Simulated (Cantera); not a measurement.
**Counterflow diffusion flame**

A counterflow diffusion flame at 1.28 atm, nozzles 20 mm apart: fuel side CH₄ : CO = 1 : 0.092 (molar parts) at 325 K, oxidiser side O₂ : N₂ = 0.21 : 0.79 (molar parts) at 375 K, fuel mass flux 0.7 times the oxidiser's; mixture-averaged transport, no radiation.

Detailed kinetics in Cantera: GRI-Mech 3.0 (53 species, 325 reactions). GRI-Mech 3.0 has no aromatics or soot, which form on the fuel side of real flames. The maximum strain rate includes the flame's own expansion and is several times the mean.

| oxidiser flux (kg/m²/s) | max strain (1/s) | mean strain (1/s) | T max (K) | peak x OH | peak x H | peak x NO | peak x CO | peak x C₂H₂ |
|---|---|---|---|---|---|---|---|---|
| 0.33 | 154 | 27.8 | 2098 | 0.00688 | 0.00314 | 0.000246 | 0.0850 | 0.0120 |
| 0.45 | 206 | 37.9 | 2084 | 0.00688 | 0.00328 | 0.000230 | 0.0850 | 0.0111 |
| 0.61 | 274 | 51.4 | 2073 | 0.00688 | 0.00342 | 0.000213 | 0.0851 | 0.0103 |
| 0.84 | 367 | 70.8 | 2061 | 0.00688 | 0.00358 | 0.000194 | 0.0851 | 0.00960 |
| 1.2 | 506 | 101 | 2044 | 0.00679 | 0.00372 | 0.000168 | 0.0851 | 0.00874 |
| 1.6 | 659 | 135 | 2029 | 0.00665 | 0.00381 | 0.000145 | 0.0852 | 0.00803 |
| 2.2 | 882 | 185 | 2007 | 0.00640 | 0.00385 | 0.000116 | 0.0852 | 0.00714 |
| 3 | 1160 | 253 | 1981 | 0.00604 | 0.00382 | 8.74e-5 | 0.0852 | 0.00619 |
x: mole fraction; the columns are a selection and need not sum to one.
